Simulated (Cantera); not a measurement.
A closed system holds: 1 mol Fe(CO)₅, 0.32 mol H₂, 0.13 mol O₂, equilibrated at 1223.15 K and 75.0 Torr.

Cantera equilibrium calculation (NASA polynomials, part measured and part estimated; ideal gas, pure solids and liquids). Candidate condensed phases: C, C₆H₆, C₇H₈, C₈H₁₈, Fe, Fe(CO)₅, FeO, Fe(OH)₂, Fe(OH)₃, Fe₂O₃, Fe₃O₄, H₂O; 114 gas species. Kinetics and transport are ignored.

Base state: CO 0.895, H₂ 0.0561, CO₂ 0.0448, H₂O 0.00410 (mole fractions); condensed: Fe(γ).

What changes in the equilibrium state with this change: O₂ from 0.13 to 0.39 mol?


```
species      before   after
----------  -------  ------
CO            0.895   0.805
CO₂          0.0448   0.135
H₂           0.0561  0.0483
H₂O         0.00410  0.0118
Fe(γ), mol     1.00    1.00
```
